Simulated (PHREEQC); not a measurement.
Solution (35 °C): 21 mmol/kgw NaHS and 2.2 mmol/kgw HCl. Closed to the air; pH follows from the charge balance.

All values are PHREEQC results (ion-association model, phreeqc.dat), not measurements.

| quantity | before | after |
|---|---|---|
| pH | 7.69 | 7.35 |
| HS- (mol/kgw) | 0.0188 | 0.00830 |
| H2S (mol/kgw) | 0.00220 | 0.00220 |

Name the change that produced these shifts.
A. NaHS from 0.021 to 0.0189 mol/kgw
B. temperature from 35 to 20 °C
C. diluted 2-fold with water
D. HCl from 0.0022 to 0.00044 mol/kgw
E. NaHS from 0.021 to 0.0105 mol/kgw

E, NaHS from 0.021 to 0.0105 mol/kgw

This is a speciation only: nothing precipitates in the calculation.
